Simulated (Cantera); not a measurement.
An isothermal, constant-pressure homogeneous reactor starts with CH4 : N2 = 1 : 29 (molar parts), at 1475 K and 760 Torr. Integrator tolerance rtol = 1e-08.

Model: GRI-Mech 3.0 (53 species, 325 reactions), integrated in Cantera. GRI-Mech 3.0 stops at C3 and has no aromatics, soot or wall deposition, so with more carbon than oxygen in the feed, carbon stays in small species such as C2H2 where larger ones or solid carbon would form.

### Question
What does this change do: temperature 1475 to 1450 K?

### Answer
| quantity | before | after |
|---|---|---|
| x(CH4) at 3.00 s | 0.0111 (gas-phase equilibrium 0.000639) | 0.0158 (gas-phase equilibrium 0.000848) |
| x(HCN) at 3.00 s | 8.82e-9 (gas-phase equilibrium 0.0255) | 3.12e-9 (gas-phase equilibrium 0.0252) |
| x(H) at 3.00 s | 1.81e-6 (gas-phase equilibrium 2.82e-6) | 1.05e-6 (gas-phase equilibrium 2.05e-6) |
| x(CH3) at 3.00 s | 1.25e-5 (gas-phase equilibrium 7.69e-7) | 1.31e-5 (gas-phase equilibrium 7.45e-7) |
| x(C2H) at 3.00 s | 9.62e-10 (gas-phase equilibrium 2.89e-10) | 4.71e-10 (gas-phase equilibrium 1.83e-10) |
| x(CH2) at 3.00 s | 5.59e-10 (gas-phase equilibrium 3.67e-11) | 4.13e-10 (gas-phase equilibrium 2.52e-11) |
